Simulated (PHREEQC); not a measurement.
Synthetic water in mmol/kgw, 25 °C, pH 6.62, pe 2.9:

```csv
constituent,mmol/kgw
Na,0.00337
K,0.000134
Ca,0.00224
Mg,0.00113
Cl,0.00424
S(6),0.00191
Alkalinity (meq/kgw),0.00209
Br,2.81e-06
```

Valence states are taken as typed.

The numbers come from PHREEQC with the ion-association model, phreeqc.dat.

This is a speciation only: nothing precipitates in the calculation.

Q: Estimate the charge-balance error.

A: charge-balance error 0.4 %.

Q: In which forms is C present?

A: HCO3- 65 %, CO2 35 % of the C.

Complexes and solids missing from the database can't appear.
